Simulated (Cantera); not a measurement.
Charge: 1 mol SiH4, 0.088 mol C2H4, 370 mol H2, 0.94 mol C3H8, held at 2473.15 K and 0.133 bar.

Equilibrium computed with Cantera from the NASA thermochemical tables; the gas is ideal and each condensed phase is pure. Candidate condensed phases: C, C6H6, C7H8, C8H18, Si, SiC; 87 gas species. Gases not in the tables: Si2H6 and higher silanes. Kinetics and transport are ignored.

Base state: H2 0.935, H 0.0591, C2H2 (acetylene) 0.00359, Si 0.00201, SiH 0.000196, SiC2 0.000193, SiH2 6.01e-5, Si2C 5.23e-5 (mole fractions); condensed: gas only.

Problem. What changes in the equilibrium state with this change: temperature from 2473.15 K to 1723.15 K?

Solution. 
| species | before | after |
|---|---|---|
| H2 | 0.935 | 0.999 |
| H | 0.0591 | 0.000500 |
| CH4 | 1.15e-5 | 0.000134 |
| C2H2 (acetylene) | 0.00359 | 9.06e-5 |
| SiH2 | 6.01e-5 | 2.83e-7 |
| SiC2 | 0.000193 | 1.12e-9 |
| Si2C | 5.23e-5 | <1e-9 |
| C(graphite), mol | 0 | 1.88 |
| SiC(s), mol | 0 | 1.000 |
